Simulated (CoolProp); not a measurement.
Values from CoolProp's reference Helmholtz-energy equation of state, Lemmon 2006. It is a short technical equation, of lower accuracy than the large ones.

Question: For acetone, give the phase and the cp (kJ/(kg K)) at 95.45 °C and 0.0742 MPa; 95.45 °C and 0.875 MPa; 95.45 °C and 4.53 MPa.

Answer: 
- 95.45 °C and 0.0742 MPa: gas; cp 1.55
- 95.45 °C and 0.875 MPa: liquid; cp 2.37
- 95.45 °C and 4.53 MPa: liquid; cp 2.34
